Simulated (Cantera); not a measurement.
Charge: 1 mol CO, a varied amount of H₂O, equilibrated at 1325 K and 3000 Torr.

These are equilibrium values from Cantera (NASA tables, ideal gas, pure condensed phases), not measurements of a reactor. Candidate condensed phases: C, C₆H₆, C₇H₈, C₈H₁₈, H₂O; 110 gas species. Equilibrium is a limit: real reactors are often held back by kinetics, nucleation or transport.

x: gas mole fraction; nothing condenses.

```csv
n(H₂O) (mol),x CO,x H₂O,x CO₂,x H₂,x CH₄
0.095,0.839,0.0123,0.0745,0.0744,…
0.3,0.613,0.0744,0.156,0.156,…
0.51,0.470,0.146,0.192,0.192,…
0.72,0.375,0.212,0.207,0.207,…
0.92,0.310,0.268,0.211,0.211,…
1.1,0.265,0.313,0.211,0.211,…
1.3,0.226,0.357,0.208,0.208,…
1.5,0.196,0.396,0.204,0.204,…
1.7,0.171,0.431,0.199,0.199,…
2,0.143,0.476,0.191,0.191,…
2.2,0.127,0.502,0.185,0.185,…
2.4,0.114,0.526,0.180,0.180,…
2.6,0.103,0.548,0.174,0.174,…
```

Task: Complete the blanks.

Result: 
- 0.095, x CH₄: 2.17e-5
- 0.3, x CH₄: 2.43e-5
- 0.51, x CH₄: 1.76e-5
- 0.72, x CH₄: 1.20e-5
- 0.92, x CH₄: 8.40e-6
- 1.1, x CH₄: 6.15e-6
- 1.3, x CH₄: 4.43e-6
- 1.5, x CH₄: 3.25e-6
- 1.7, x CH₄: 2.42e-6
- 2, x CH₄: 1.61e-6
- 2.2, x CH₄: 1.24e-6
- 2.4, x CH₄: 9.75e-7
- 2.6, x CH₄: 7.73e-7
